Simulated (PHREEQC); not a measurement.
## Hard or scaling water (model solution)

A solution holds 13 mmol/kgw CaSO4, 0.051 mmol/kgw NaHCO3 and 0.2 mmol/kgw KCl, at 25 °C. Closed to the air; pH follows from the charge balance.

All values are PHREEQC results (ion-association model, wateq4f.dat), not measurements.

Precipitation was switched off in this run.

Problem. Estimate the pH, ionic strength.

Solution. pH 7.73; ionic strength 0.0359 mol/kgw.

Problem. In which forms is Ca present?

Solution. Ca+2 69 %, CaSO4 31 % of the Ca.
